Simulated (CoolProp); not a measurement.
The numbers come from the reference Helmholtz-energy equation of state, Lemmon 2006 in CoolProp. It is a short technical equation, of lower accuracy than the large ones.

Q: For C2F6 (R116), give the phase and the Z, speed of sound (m/s), viscosity (µPa s) at -54.05 °C and 71.8 bar; 4.75 °C and 71.8 bar; 34.15 °C and 71.8 bar.

A: 
- -54.05 °C and 71.8 bar: liquid; Z 0.354, speed of sound 512, viscosity 326
- 4.75 °C and 71.8 bar: liquid; Z 0.348, speed of sound 298, viscosity 138
- 34.15 °C and 71.8 bar: supercritical; Z 0.384, speed of sound 196, viscosity 83.3

Viscosity comes from a separate model (Huber 2003), an estimate that may be off by 10 % or more.
